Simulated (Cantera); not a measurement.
An isothermal, constant-pressure homogeneous reactor starts with N₂O : H₂O : N₂ = 1 : 0.0055 : 0.034 (molar parts), at 1348 K and 13300 Pa.

Computed with Cantera and GRI-Mech 3.0 (53 species, 325 reactions). GRI-Mech 3.0 was tuned for natural gas; its chemistry of N2O as a main component is partial and can be far from experiment. The mechanism lacks the step 2 NO + O2 → 2 NO2, which can matter for NO2 below about 1400 K. The temperature is held fixed by assumption; the heat of reaction is taken as removed at once.

One state of this run: x N₂O = 0.180; x H₂O = 0.00388; x N₂ = 0.511; x O₂ = 0.223; x HO₂ = 3.95e-8; x H₂O₂ = 9.32e-10; x NO₂ = 0.000177. x: mole fraction; the columns are a selection and need not sum to one.

Which value of t (s) does it belong to?
A) 3.00e-5
B) 1.39
C) 0.300
D) 30.0

B, 1.39
